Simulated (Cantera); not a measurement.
Charge: 1 mol BF3, 1.4 mol H2, a varied amount of H2O, equilibrated at 13.3 mbar.

Cantera equilibrium calculation (NASA polynomials, part measured and part estimated; ideal gas, pure solids and liquids). Candidate condensed phases: B, B2O3, B3O3H3, H2O; 43 gas species. The tables' values for BF2 are old estimates. Gases not in the tables: H3BO3. Equilibrium is a limit: real reactors are often held back by kinetics, nucleation or transport.

Stable condensed phases, one row left out:

```
T in °C \ n(H2O) in mol
         0.48 0.79  1.3  2.1  3.5  5.7  9.3   15
   2125     A    A    A    A    A    A    A    A
   2025     A    A    A    A    A    A    A    A
   1925     A    A    A    A    A    A    A    A
   1825     A    A    A    A    A    A    A    A
   1725     A    A    A    A    A    A    A    A
   1625     A    A    A    A    A    A    A    A
   1525     A    A    A    A    A    A    A    A
   1425     A    A    A    A    A    A    A    A
   1325     A    A    A    A    A    A    A    A
   1225     A    A    A    A    A    A    A    A
   1125     A    A    A    A    A    A    A    A
    925     A    B    B    B    B    B    B    B
    825     B    B    B    B    B    B    B    B
```

A: gas only; B: B2O3.

Give the row for 1025 °C.

0.48: gas only; 0.79: gas only; 1.3: B2O3; 2.1: B2O3; 3.5: B2O3; 5.7: B2O3; 9.3: B2O3; 15: B2O3.
